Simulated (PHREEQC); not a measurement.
A PHREEQC input (ion-association model, phreeqc.dat):

```
SOLUTION 1
  temp 298.15
  units mg/L
  pH 6.69
  pe 11.8
  Na 3.24
  K 0.00427
  Ca 3.86
  Mg 0.856
  Cl 4.66
  S(6) 9.42 as SO4
  Alkalinity 4.63 as HCO3
  B 0.00105
END
USE solution 1
EQUILIBRIUM_PHASES 1
  Gypsum 0 0
  CO2(g) -3.4 10
END
```

It stops with these messages:

```
WARNING: Maximum iterations exceeded, 100
WARNING: Maximum iterations exceeded, 100
WARNING: The program has failed to converge to a numerical solution.
ERROR:           Alkalinity has not converged. Total: 7.587990e-05	Calculated: -5.386503e-06	Residual: 8.126641e-05
ERROR: Is non-carbonate alkalinity greater than total alkalinity?
ERROR:                    B has not converged. Total: 9.713488e-08	Calculated: 1.004900e-07	Residual: -3.355151e-09
ERROR:                   Ca has not converged. Total: 9.630995e-05	Calculated: 4.266375e-05	Residual: 5.364620e-05
ERROR:                   Cl has not converged. Total: 1.314451e-04	Calculated: 1.372672e-04	Residual: -5.822039e-06
ERROR:                    K has not converged. Total: 1.092045e-07	Calculated: 1.144699e-07	Residual: -5.265441e-09
ERROR:                   Mg has not converged. Total: 3.520989e-05	Calculated: 3.131404e-06	Residual: 3.207849e-05
ERROR:                   Na has not converged. Total: 1.409358e-04	Calculated: 4.440034e-05	Residual: 9.653549e-05
ERROR:                 S(6) has not converged. Total: 9.806224e-05	Calculated: 7.526866e-05	Residual: 2.279359e-05
ERROR:               A(H2O) Activity of water has not converged. 	Residual: 1.600001e+01
ERROR: Model failed to converge for initial solution  1.
```

**Question.** Why does the run stop?

**Answer.** The fault: the temperature typed in kelvin. The line should read `temp 25` where the input has `temp 298.15`. With the mend the run ends at pH 7.09 and ionic strength 0.000625 mol/kgw.
